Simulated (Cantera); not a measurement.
What does this Cantera script print?

```python
import numpy as np
import cantera as ct

gas_names = """
    C CH CH2 CH3 CH2OH CH3O CH4 CH3OH CN CO CO2 COOH C2 C2H CHCO,ketyl C2H2,acetylene C2H2,vinylidene
    CH2CO,ketene C2H3,vinyl CH3CN CH3CO,acetyl C2H4 C2H4O,ethylen CH3CHO,ethanal CH3COOH (HCOOH)2 C2H5
    C2H6 CH3OCH3 C2H5OH CCN CNC C2N2 C2O C3 C3H3,propargyl C3H4,allene C3H4,propyne C3H4,cyclo-
    C3H5,allyl C3H6,propylene C3H6,cyclo- C3H6O C3H7,n-propyl C3H7,i-propyl C3H8 C3H8O,1propanol
    C3H8O,2propanol C3O2 C4 C4H2 C4H4,1,3-cyclo- C4H6,butadiene C4H6,2-butyne C4H6,cyclo- C4H8,1-butene
    C4H8,cis2-buten C4H8,tr2-butene C4H8,isobutene C4H8,cyclo- (CH3COOH)2 C4H9,n-butyl C4H9,i-butyl
    C4H9,s-butyl C4H9,t-butyl C4H10,isobutane C4H10,n-butane C4N2 C5 C5H6,1,3cyclo- C5H8,cyclo-
    C5H10,1-pentene C5H10,cyclo- C5H11,pentyl C5H11,t-pentyl C5H12,n-pentane C5H12,i-pentane
    CH3C(CH3)2CH3 C6H2 C6H5,phenyl C6H5O,phenoxy C6H6 C6H5OH,phenol C6H10,cyclo- C6H12,1-hexene
    C6H12,cyclo- C6H13,n-hexyl C7H7,benzyl C7H8 C7H8O,cresol C7H14,1-heptene C7H15,n-heptyl
    C7H16,n-heptane C8H8,styrene C8H10,ethylbenz C8H16,1-octene C8H17,n-octyl C8H18,isooctane
    C8H18,n-octane C9H19,n-nonyl C10H8,naphthale C10H21,n-decyl C12H9,o-bipheny C12H10,bipheny H HCN HCO
    HCCN HNC HNCO HNO HNO2 HNO3 HO2 H2 HCHO,formaldehy HCOOH H2O H2O2 N NCO NH NH2 NH3 NH2OH NO NO2 NO3
    N2 N2H2 N2H4 N2O O OH O2 O3
""".split()
cond_names = """
    C(gr) C6H6(L) C7H8(L) C8H18(L),n-octa H2O(s) H2O(L)
""".split()


def load(file, names, dense=False):
    # The tables refer to 1 bar. Condensed volumes are neglected.
    table = {s.name: s for s in ct.Species.list_from_file(file)}
    out = []
    for n in names:
        d = dict(table[n].input_data)
        d["thermo"] = dict(d["thermo"], **{"reference-pressure": 1e5})
        if dense:
            d["equation-of-state"] = {"model": "constant-volume", "density": "1e6 g/cm^3"}
        out.append(ct.Species.from_dict(d))
    return out


gas = ct.Solution(thermo="ideal-gas", species=load("nasa_gas.yaml", gas_names))
cond = {s.name: ct.Solution(thermo="fixed-stoichiometry", species=[s], name=s.name)
        for s in load("nasa_condensed.yaml", cond_names, dense=True)}
atoms = {
    'C6H6': {'C': 6, 'H': 6},
    'O2': {'O': 2},
    'N2': {'N': 2},
}
top_T = {'C(gr)': 4500}  # K; cautious upper limits of use, not melting points


def equilibrate(T, P, feed):
    n = {}
    for name, mol in feed.items():
        for a, k in atoms[name].items():
            n[a] = n.get(a, 0.0) + k * mol
    gas.TPX = T, P, n
    mass = sum(n.values()) * gas.mean_molecular_weight
    gas.equilibrate("TP")
    valid = [c for c in cond.values() if c.min_temp <= T <= top_T.get(c.name, c.max_temp)]
    mix = ct.Mixture([(gas, mass / gas.mean_molecular_weight)] + [(c, 0.0) for c in valid])
    mix.T, mix.P = T, P
    mix.equilibrate("TP", solver="vcs", rtol=1e-11, max_steps=5000)
    return mix


results = []
feed = {'C6H6': 1, 'O2': 0.34, 'N2': 24}  # mol
T = 973.15  # K
for P in [10, 46, 220, 1000, 4600, 22000, 100000, 460000, 2200000, 10000000]:
    mix = equilibrate(T, P, feed)
    results.append((T, P, feed, dict(zip(mix.species_names, mix.species_moles))))
    x = sorted(zip(gas.X, gas.species_names), reverse=True)
    print(f"T = {T:g} K  P = {P:g} Pa  gas = {mix.phase_moles(0):.4g} mol")
    print("   x: " + "  ".join(f"{s} {v:.3e}" for v, s in x if v > 0.0001))
    print("   condensed (mol): " + ("  ".join(f"{mix.phase(i).name} {mix.phase_moles(i):.4g}"
          for i in range(1, mix.n_phases) if mix.phase_moles(i) > 1e-12) or "none"))
```

Result:

```
T = 973.15 K  P = 10 Pa  gas = 27.68 mol
   x: N2 8.671e-01  H2 1.084e-01  CO 2.457e-02
   condensed (mol): C(gr) 5.32
T = 973.15 K  P = 46 Pa  gas = 27.68 mol
   x: N2 8.671e-01  H2 1.084e-01  CO 2.457e-02
   condensed (mol): C(gr) 5.32
T = 973.15 K  P = 220 Pa  gas = 27.68 mol
   x: N2 8.671e-01  H2 1.084e-01  CO 2.456e-02
   condensed (mol): C(gr) 5.32
T = 973.15 K  P = 1000 Pa  gas = 27.68 mol
   x: N2 8.671e-01  H2 1.083e-01  CO 2.454e-02
   condensed (mol): C(gr) 5.32
T = 973.15 K  P = 4600 Pa  gas = 27.68 mol
   x: N2 8.672e-01  H2 1.082e-01  CO 2.444e-02
   condensed (mol): C(gr) 5.321
T = 973.15 K  P = 22000 Pa  gas = 27.66 mol
   x: N2 8.678e-01  H2 1.075e-01  CO 2.398e-02  H2O 3.517e-04  CH4 3.259e-04  CO2 1.265e-04
   condensed (mol): C(gr) 5.324
T = 973.15 K  P = 100000 Pa  gas = 27.59 mol
   x: N2 8.700e-01  H2 1.045e-01  CO 2.222e-02  H2O 1.440e-03  CH4 1.400e-03  CO2 4.937e-04
   condensed (mol): C(gr) 5.335
T = 973.15 K  P = 460000 Pa  gas = 27.37 mol
   x: N2 8.769e-01  H2 9.431e-02  CO 1.739e-02  CH4 5.249e-03  H2O 4.679e-03  CO2 1.390e-03
   condensed (mol): C(gr) 5.342
T = 973.15 K  P = 2.2e+06 Pa  gas = 26.94 mol
   x: N2 8.906e-01  H2 7.173e-02  CH4 1.452e-02  CO 1.036e-02  H2O 1.015e-02  CO2 2.363e-03  NH3 2.788e-04
   condensed (mol): C(gr) 5.266
T = 973.15 K  P = 1e+07 Pa  gas = 26.5 mol
   x: N2 9.052e-01  H2 4.514e-02  CH4 2.614e-02  H2O 1.479e-02  CO 5.283e-03  CO2 2.790e-03  NH3 6.378e-04
   condensed (mol): C(gr) 5.093
```

Equilibrium computed with Cantera from the NASA thermochemical tables; the gas is ideal and each condensed phase is pure. The ideal-gas law is rough above about 30 bar.
